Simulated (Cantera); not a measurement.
## Gas-phase reforming

A perfectly stirred reactor is fed with CH₄ : CO₂ = 1 : 4.2 (molar parts), at 100.0 Torr; it is held at 1498 K, and followed from long to short residence time.

Model: GRI-Mech 3.0 (53 species, 325 reactions), integrated in Cantera.

```
τ (s)    x CH₄  x CO₂   x CH₂CO      x O₂       x O      x CO
------  ------  -----  --------  --------  --------  --------
23      0.0251  0.407   2.64e-5  2.53e-11  1.69e-11     0.310
6.5     0.0488  0.515   3.90e-5  2.37e-11  1.13e-11     0.205
1.8     0.0975  0.649   2.07e-5  1.33e-11  8.07e-12    0.0978
0.50     0.149  0.753   4.21e-6  3.60e-12  4.98e-12    0.0276
0.14     0.177  0.795   4.36e-7    <1e-12  2.43e-12   0.00457
0.039    0.188  0.806   1.30e-8    <1e-12    <1e-12  0.000444
0.011    0.192  0.807  1.81e-10    <1e-12    <1e-12   3.24e-5
0.0030   0.192  0.808  2.43e-12    <1e-12    <1e-12   3.13e-6
```
x: mole fraction; the columns are a selection and need not sum to one.
